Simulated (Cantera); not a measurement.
What does this Cantera script print?

```python
import numpy as np
import cantera as ct

gas = ct.Solution("gri30.yaml")
gas.TPX = 950, 1300000, {'CH4': 0.011, 'O2': 0.024, 'N2': 1}
inlet = ct.Reservoir(gas, clone=True)

reactor = ct.IdealGasConstPressureReactor(gas, energy="off", clone=False)
exhaust = ct.Reservoir(gas, clone=True)
tau = [18, 4.1, 0.93, 0.21, 0.049, 0.011, 0.0026, 0.0006][0]
for a, b in ((inlet, reactor), (reactor, exhaust)):
    ct.MassFlowController(a, b, mdot=lambda t: reactor.mass / tau)
net = ct.ReactorNet([reactor])
show = ['CH4', 'O2', 'C2H4', 'CH3', 'NO', 'H2O2']

rows = []
print(f"{'tau/s':>10s}{'T/K':>9s}" + "".join(f"{s:>11s}" for s in show))
for tau in [18, 4.1, 0.93, 0.21, 0.049, 0.011, 0.0026, 0.0006]:
    net.initial_time = 0.0
    net.advance(30 * tau)
    before = gas.X
    net.advance(40 * tau)
    drift = np.max(np.abs(gas.X - before) / (gas.X + 1e-9))
    rows.append([gas.T, *gas[show].X, drift])
    print(f"{tau:10.3e}{gas.T:9.1f}" + "".join(f"{x:11.3e}" for x in gas[show].X))
```

Output:

```
     tau/s      T/K        CH4         O2       C2H4        CH3         NO       H2O2
 1.800e+01    950.0  3.836e-04  3.375e-03  5.256e-06  6.662e-08  7.078e-12  1.304e-06
 4.100e+00    950.0  8.978e-04  5.090e-03  1.297e-05  1.427e-07  2.009e-12  4.980e-06
 9.300e-01    950.0  2.096e-03  8.412e-03  2.996e-05  2.978e-07  4.167e-13  1.720e-05
 2.100e-01    950.0  4.677e-03  1.396e-02  5.174e-05  5.696e-07  7.480e-14  4.543e-05
 4.900e-02    950.0  8.773e-03  2.075e-02  2.642e-05  7.938e-07  5.599e-15  4.336e-05
 1.100e-02    950.0  1.063e-02  2.319e-02  4.600e-12  7.119e-09  3.072e-22  4.522e-10
 2.600e-03    950.0  1.063e-02  2.319e-02  2.883e-14  1.168e-09  1.097e-23  6.602e-11
 6.000e-04    950.0  1.063e-02  2.319e-02  2.502e-16  2.268e-10  4.853e-25  5.317e-12
```

Model: GRI-Mech 3.0 (53 species, 325 reactions), integrated in Cantera. The pressure lies above the range GRI-Mech 3.0 was tuned for (to about 10 atm). The temperature is held fixed by assumption; the heat of reaction is taken as removed at once.
